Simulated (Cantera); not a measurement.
Input: 1 mol FeS, 21 mol H2, 58 mol N2, equilibrated at 998.15 K and 75.0 Torr.

These are equilibrium values from Cantera (NASA tables, ideal gas, pure condensed phases), not measurements of a reactor. Candidate condensed phases: Fe, FeS, FeS2, S; 16 gas species. FeS: taken at fixed stoichiometry. The numbers say what is thermodynamically allowed, not how fast it happens.

**Question.** What is the equilibrium state?

**Answer.** 
- x(N2): 0.734
- x(H2): 0.266
- x(H2S): 0.000288
- x(NH3): 6.91e-6
- n(Fe(α)): 0.0228 mol
- n(FeS(s)): 0.977 mol
- gas amount: 79.00 mol
- log10 activity of S(l) (absent): -5.47
